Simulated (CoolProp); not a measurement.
The numbers come from the reference Helmholtz-energy equation of state, Lemmon 2006 in CoolProp. It is a short technical equation, of lower accuracy than the large ones.

Question: Give the vapour pressure (kPa), vapour density (kg/m³), enthalpy of vaporisation (kJ/kg), liquid cp (kJ/(kg K)) of saturated neopentane at 16.05, 54.65, 80.25 °C.

Answer: 
```tsv
T (°C)	p (kPa)	vapour density (kg/m³)	enthalpy of vaporisation (kJ/kg)	liquid cp (kJ/(kg K))
16.05	128	4.04	311	2.26
54.65	402	12.1	277	2.50
80.25	741	22.2	249	2.70
```
